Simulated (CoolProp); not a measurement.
Vapour-liquid equilibrium of isobutane (1) + n-butane (2) at 210.8 K; x and y are mole fractions of (1).

Values from CoolProp's multi-fluid Helmholtz-energy mixture model, Bücker 2006 and Bücker 2006; pair parameters Kunz 2012.

Q: Give the bubble pressure and the first vapour's composition at x = 0.15, 0.35, 0.75. Is there an azeotrope?

A: x = 0.15: 0.04846 bar, y = 0.250; x = 0.35: 0.05595 bar, y = 0.502; x = 0.75: 0.07066 bar, y = 0.847. No azeotrope shows between x = 0.05 and 0.95.

Pair parameters are fitted to limited data, so mixtures are less certain than the pure fluids.
